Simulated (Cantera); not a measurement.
Source: NASA polynomial tables (part measured, part estimated), evaluated in Cantera. Values are per mole of reaction as written; species without (g) are pure solids or liquids, kept so even where they would boil at 1 bar.

H2S(g) + Mg(g) = MgS + H2(g)

```csv
T (K),ΔH° (kJ),ΔS° (J/K),ΔG° (kJ),log10 K
300,-472.3,-173.3,-420.3,73.18
1300,-454.8,-146.4,-264.5,10.63
1400,-453.4,-145.4,-249.9,9.32
1500,-452.0,-144.4,-235.4,8.20
1600,-450.5,-143.5,-221.0,7.21
1700,-449.1,-142.6,-206.7,6.35
1800,[?],[?],[?],[?]
1900,[?],[?],[?],[?]
2000,-444.8,-140.3,-164.3,4.29
2100,[?],[?],[?],[?]
```

Task: Complete the blanks.

Result: 
- 1800, ΔH° (kJ): -447.7
- 1800, ΔS° (J/K): -141.8
- 1800, ΔG° (kJ): -192.5
- 1800, log10 K: 5.59
- 1900, ΔH° (kJ): -446.3
- 1900, ΔS° (J/K): -141.0
- 1900, ΔG° (kJ): -178.3
- 1900, log10 K: 4.90
- 2100, ΔH° (kJ): -443.3
- 2100, ΔS° (J/K): -139.5
- 2100, ΔG° (kJ): -150.3
- 2100, log10 K: 3.74
